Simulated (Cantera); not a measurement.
Feed: 1 mol Si3N4, 0.23 mol Si, 0.8 mol H2, equilibrated at 1.00 bar.

Equilibrium computed with Cantera from the NASA thermochemical tables; the gas is ideal and each condensed phase is pure. Candidate condensed phases: Si, Si3N4; 18 gas species. Mutual solubility and eutectic melting of coexisting phases are not modelled. Gases not in the tables: Si2H6 and higher silanes. Equilibrium is a limit: real reactors are often held back by kinetics, nucleation or transport.

Task: Which condensed phases are stable at each of these points (T (°C)): 1375, 1525, 1675, 1825, 1975, 2125, 2275, 2425, 2575, 2725?

Result: 
```csv
T (°C),condensed phases,Si condensed (%)
1375,Si(s) + Si3N4(s),100.0
1525,Si(l) + Si3N4(s),100.0
1675,Si(l) + Si3N4(s),100.0
1825,Si(l) + Si3N4(s),100.0
1975,Si(l),99.9
2125,Si(l),99.7
2275,Si(l),99.1
2425,Si(l),97.7
2575,Si(l),94.2
2725,Si(l),86.1
```

At 1375 °C the condensed part is Si(s) + Si3N4(s). From 1525 °C to 1825 °C the condensed part is Si(l) + Si3N4(s). From 1975 °C to 2725 °C the condensed part is Si(l).
